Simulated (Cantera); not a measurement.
A perfectly stirred reactor is fed with CH₄ : O₂ : N₂ = 1 : 1.82 : 6.84 (molar parts), at 1.88 atm; it is adiabatic with a 550 K inlet, and is followed from long to short residence time, starting on the burning branch (τ in s: 0.11, 0.055, 0.027, 0.013, 0.0062, 0.003, 0.0014, 0.00069, 0.00033, 0.00016, 7.7e-05, 3.7e-05, 1.8e-05).

Model: GRI-Mech 3.0 (53 species, 325 reactions), integrated in Cantera.

One state of this run: T (K) = 2349; x CH₄ = 7.14e-6; x O₂ = 0.00181; x CH₂O = 1.04e-6; x NO = 0.000885; x C₂H₂ = 6.66e-9. x: mole fraction; the columns are a selection and need not sum to one.

Q: Which value of τ (s) does it belong to?
(A) 7.7e-5
(B) 1.8e-5
(C) 0.027
(D) 3.7e-5

A: C, 0.027
